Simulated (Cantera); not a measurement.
**N2O furnace oxynitridation**

An isothermal, constant-pressure homogeneous reactor starts with N₂O : H₂O : N₂ = 1 : 0.2 : 0.0049 (molar parts), at 1423 K and 0.987 atm.

Detailed kinetics in Cantera: GRI-Mech 3.0 (53 species, 325 reactions). GRI-Mech 3.0 was tuned for natural gas; its chemistry of N2O as a main component is partial and can be far from experiment. The temperature is held fixed by assumption; the heat of reaction is taken as removed at once.

```tsv
t (s)	x N₂O	x H₂O	x O₂	x N₂	x H
0.000500	0.809	0.165	0.00595	0.0175	3.65e-7
0.00103	0.788	0.163	0.0122	0.0314	3.49e-7
0.00213	0.746	0.161	0.0245	0.0585	3.25e-7
0.00440	0.671	0.157	0.0470	0.108	3.01e-7
0.00909	0.547	0.149	0.0844	0.189	2.75e-7
0.0188	0.376	0.139	0.136	0.301	2.42e-7
0.0387	0.198	0.129	0.192	0.419	1.85e-7
0.0800	0.0691	0.121	0.234	0.506	9.09e-8
0.165	0.0127	0.118	0.253	0.545	1.91e-8
0.341	0.000638	0.117	0.258	0.554	3.34e-9
0.704	2.65e-6	0.117	0.258	0.554	2.58e-9
1.45	1.00e-6	0.117	0.258	0.554	2.58e-9
3.00	9.99e-7	0.117	0.258	0.554	2.58e-9
```
x: mole fraction; the columns are a selection and need not sum to one.

Equilibrium at this temperature and pressure: N₂O 4.59e-8, H₂O 0.117, O₂ 0.293, N₂ 0.589, H 2.50e-9 (gas phase only).
